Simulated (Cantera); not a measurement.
Cantera run:

```python
import numpy as np
import cantera as ct

gas_names = """
    O TaO2 O2
""".split()
cond_names = """
    Ta(cr) Ta(L) Ta2O5(s) Ta2O5(L)
""".split()


# ... load() reads the species with a 1 bar reference pressure and builds the phases ...
species = {s.name: s for s in load("nasa_gas.yaml", gas_names) + load("nasa_condensed.yaml", cond_names)}
# Each term lists the table entries of one substance; the one whose range holds T is used.
reactions = {
    '2 O(g) + Ta = TaO2(g)':
        [(-2, ['O']), (-1, ['Ta(cr)', 'Ta(L)']), (1, ['TaO2'])],
    'O2(g) + 4 TaO2(g) = 2 Ta2O5':
        [(-1, ['O2']), (-4, ['TaO2']), (2, ['Ta2O5(s)', 'Ta2O5(L)'])],
}


def pick(names, T):
    return next(species[n] for n in names if species[n].thermo.min_temp <= T <= species[n].thermo.max_temp)


results = []
for label, terms in reactions.items():
    print(label)
    print("     T/K   dH/kJ  dS/(J/K)   dG/kJ   log10 K")
    for T in [875, 975, 1075, 1175, 1275, 1375, 1475, 1575, 1675]:
        used = [(nu, pick(names, T)) for nu, names in terms]
        dH = sum(nu * s.thermo.h(T) for nu, s in used) / 1e6
        dS = sum(nu * s.thermo.s(T) for nu, s in used) / 1e3
        dG = dH - T * dS / 1e3
        logK = -dG * 1e6 / (ct.gas_constant * T * np.log(10))
        results.append((label, T, dH, dS, dG, logK, [s.name for _, s in used]))
        print(f"{T:8g} {dH:8.1f} {dS:8.1f} {dG:8.1f} {logK:8.2f}")
```

It prints:

```
2 O(g) + Ta = TaO2(g)
     T/K   dH/kJ  dS/(J/K)   dG/kJ   log10 K
     875   -709.5   -103.6   -618.9    36.94
     975   -710.9   -105.1   -608.4    32.60
    1075   -712.3   -106.5   -597.8    29.05
    1175   -713.7   -107.7   -587.1    26.10
    1275   -715.1   -108.9   -576.3    23.61
    1375   -716.5   -109.9   -565.4    21.48
    1475   -717.9   -110.9   -554.3    19.63
    1575   -719.3   -111.8   -543.2    18.01
    1675   -720.7   -112.7   -532.0    16.59
O2(g) + 4 TaO2(g) = 2 Ta2O5
     T/K   dH/kJ  dS/(J/K)   dG/kJ   log10 K
     875  -3239.2   -951.1  -2407.0   143.69
     975  -3228.8   -939.8  -2312.5   123.88
    1075  -3218.0   -929.3  -2219.0   107.82
    1175  -3206.8   -919.4  -2126.6    94.54
    1275  -3195.5   -910.1  -2035.1    83.37
    1375  -3183.8   -901.3  -1944.5    73.87
    1475  -3172.0   -893.0  -1854.8    65.68
    1575  -3159.9   -885.1  -1765.9    58.57
    1675  -3147.7   -877.5  -1677.8    52.32
```

Cantera with NASA thermochemical tables; ideal gases at 1 bar, condensed phases pure. Condensed species are held in their standard states even where they would react or evaporate.
